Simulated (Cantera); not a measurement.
Mixture: CH4 : O2 : N2 = 1 : 2.17 : 8.17 (molar parts), equivalence ratio 0.92, at 14.0 bar, adiabatic and at constant volume. Ignition delay is the time to a rise of 400 K.

Computed with Cantera and GRI-Mech 3.0 (53 species, 325 reactions). The pressure lies above the range GRI-Mech 3.0 was tuned for (to about 10 atm).

Q: Predict: delay at 1025 K; delay at 1225 K; delay at 1425 K; delay at 1625 K; delay at 1825 K; apparent activation energy between 1725 and 1925 K.

A: 
```json
{
  "delay at 1025 K": "35.8 ms",
  "delay at 1225 K": "2.22 ms",
  "delay at 1425 K": "0.256 ms",
  "delay at 1625 K": "41.9 µs",
  "delay at 1825 K": "9.42 µs",
  "apparent activation energy between 1725 and 1925 K": "180 kJ/mol"
}
```
